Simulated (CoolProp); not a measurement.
A closed Brayton cycle with nitrogen: compressor inlet 330.15 K and 6.5 MPa, high pressure 14.4 MPa, turbine inlet 960 K, compressor efficiency 0.89, turbine efficiency 0.93, recuperator effectiveness 0.9 (on enthalpy, no pinch check). Each further row changes one setting.

Computed with CoolProp (reference Helmholtz-energy equation of state, Span 2000).

```
case                           thermal efficiency (%)  net work (kJ/kg)  compressor to turbine work  compressor exit (K)  turbine exit (K)
-----------------------------  ----------------------  ----------------  --------------------------  -------------------  ----------------
as stated                                        39.6              95.8                        0.52                426.3             792.7
turbine inlet 910 K                              37.7              85.5                        0.54                426.3             750.0
compressor inlet 340.15 K                        38.5              92.5                        0.53                439.1             792.7
high pressure 12.2 MPa                           38.7              81.0                        0.49                404.4             825.2
recuperator effectiveness 0.5                    23.7              95.8                        0.52                426.3             792.7
```
